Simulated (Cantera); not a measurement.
A perfectly stirred reactor is fed with C₂H₆ : O₂ : N₂ : H₂O = 1 : 2.69 : 10.1 : 1.4 (molar parts), at 1.01 bar; it is adiabatic with a 450 K inlet, and is followed from long to short residence time, starting on the burning branch (τ in s: 0.45, 0.22, 0.11, 0.052, 0.025, 0.012, 0.0061, 0.003, 0.0015, 0.00071, 0.00035, 0.00017, 8.3e-05).

Computed with Cantera and GRI-Mech 3.0 (53 species, 325 reactions).

Question: What does this change do: C2H6 1 to 0.8 parts?

Answer: 
```
quantity                                                                        before                                after
------------------------------------------------  ------------------------------------  -----------------------------------
blow-out, bracketed by the residence times tried  burning at 0.350 ms, out at 0.170 ms  burning at 0.170 ms, out at 83.0 µs
x(C₂H₆) at τ = 0.450 s                                                         1.72e-7                              5.99e-8
x(O₂) at τ = 0.450 s                                                           4.95e-5                              0.00229
x(H₂O) at τ = 0.450 s                                                            0.224                                0.235
x(CH₂O) at τ = 0.450 s                                                         4.21e-7                              1.84e-7
x(CH₄) at τ = 0.450 s                                                          1.10e-5                              4.26e-7
x(C₂H₆) at τ = 6.10 ms                                                         5.96e-6                              3.42e-6
x(O₂) at τ = 6.10 ms                                                          0.000858                              0.00808
x(H₂O) at τ = 6.10 ms                                                            0.220                                0.226
x(CH₂O) at τ = 6.10 ms                                                         5.77e-6                              3.61e-6
x(CH₄) at τ = 6.10 ms                                                          2.78e-5                              3.04e-6
```
